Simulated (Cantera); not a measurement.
An adiabatic, constant-pressure homogeneous reactor starts with 5.36 % CH3OH, 9.92 % O2, 69.7 % N2, 15.0 % CO2, equivalence ratio 0.81, at 1598 K and 3.00 bar.

Cantera simulation using GRI-Mech 3.0 (53 species, 325 reactions); the numbers are that mechanism's predictions, not measurements. GRI-Mech 3.0 was tuned for natural gas; its chemistry of methanol as a main component is partial and can be far from experiment.

Predict: time of steepest temperature rise; temperature at 2.00 s; equilibrium temperature; x(O2) at 2.00 s; x(CO2) at 2.00 s; x(N2O) at 2.00 s.


| Property | Value |
|---|---|
| time of steepest temperature rise | 55.7 µs |
| temperature at 2.00 s | 2329 K |
| equilibrium temperature | 2329 K |
| x(O2) at 2.00 s | 0.0204 (gas-phase equilibrium 0.0204) |
| x(CO2) at 2.00 s | 0.186 (gas-phase equilibrium 0.186) |
| x(N2O) at 2.00 s | 4.27e-7 (gas-phase equilibrium 4.27e-7) |
